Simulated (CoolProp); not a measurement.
A Linde-Hampson liquefier for CF4 (R14): isothermal reversible compression at 280 K from 1 atm to 15 MPa, throttling to 1 atm, return gas leaving the recuperator 0 K below the feed. Each further row changes one setting.

Model: reference Helmholtz-energy equation of state, Platzer 1990, in CoolProp. This equation is an older, rougher fit; its heat capacities, sound speeds and derivatives of the liquid may be far off and weren't checked against measurements.

```json
[
 {"case": "as stated", "liquid yield per pass": "[?]", "compression work (kJ/kg of gas)": "116"},
 {"case": "high pressure 30 MPa", "liquid yield per pass": "[?]", "compression work (kJ/kg of gas)": "[?]"},
 {"case": "warm-end temperature 310 K", "liquid yield per pass": "[?]", "compression work (kJ/kg of gas)": "[?]"},
 {"case": "warm-end gap 5 K", "liquid yield per pass": "[?]", "compression work (kJ/kg of gas)": "116"}
]
```

Question: What belongs in the gaps?

Answer: 
- as stated, liquid yield per pass: 0.309
- high pressure 30 MPa, liquid yield per pass: 0.344
- high pressure 30 MPa, compression work (kJ/kg of gas): 131
- warm-end temperature 310 K, liquid yield per pass: 0.220
- warm-end temperature 310 K, compression work (kJ/kg of gas): 135
- warm-end gap 5 K, liquid yield per pass: 0.297
